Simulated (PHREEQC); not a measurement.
**Buffer: speciation**

A solution holds 82 mmol/kgw NaHCO3 and 0.062 mmol/kgw NaOH, at 20 °C. Closed to the air; pH follows from the charge balance.

Model: ion-association model, phreeqc.dat, run in PHREEQC.

Each row changes one thing in this solution. Precipitation was switched off in this run.

| case | pH | ionic strength (mol/kgw) | Na+ (mol/kgw) | HCO3- (mol/kgw) | NaHCO3 (mol/kgw) | CO2 (mol/kgw) |
|---|---|---|---|---|---|---|
| as made | 8.11 | 0.0803 | 0.0794 | 0.0774 | 0.00224 | 0.00114 |
| 0.023 mol/kgw Na2CO3 added | 9.30 | (withheld) | 0.116 | 0.0787 | 0.00307 | 7.10e-5 |
| 0.037 mol/kgw KHSO4 added | 6.33 | 0.143 | 0.0771 | 0.0439 | 0.00112 | 0.0369 |
| NaOH left out | 8.10 | 0.0802 | 0.0794 | 0.0774 | 0.00224 | 0.00117 |
| 0.0015 mol/kgw HBr added | (withheld) | 0.0801 | (withheld) | 0.0770 | 0.00224 | 0.00209 |
| NaOH from 6.2e-05 to 5.58e-05 mol/kgw | 8.11 | 0.0802 | 0.0794 | 0.0774 | 0.00224 | 0.00114 |

**Question.** Some entries are withheld; supply them.

**Answer.** 
- 0.023 mol/kgw Na2CO3 added, ionic strength (mol/kgw): 0.131
- 0.0015 mol/kgw HBr added, pH: 7.85
- 0.0015 mol/kgw HBr added, Na+ (mol/kgw): 0.0796
